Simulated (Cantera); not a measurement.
# CuO + H2 + H2O (hydrogen reduction and annealing atmospheres)

A closed system holds: 1 mol CuO, 190 mol H2, 0.38 mol H2O, at 1798 K and 1 atm.

Equilibrium computed with Cantera from the NASA thermochemical tables; the gas is ideal and each condensed phase is pure. Candidate condensed phases: Cu, CuO, Cu(OH)2, Cu2O, H2O; 12 gas species. Rates play no part.

```
Quantity        Value
----------  ---------
x(H2)           0.992
x(H2O)        0.00724
x(Cu)        0.000522
x(H)         0.000348
n(Cu(l))    0.900 mol
gas amount  190.5 mol
```
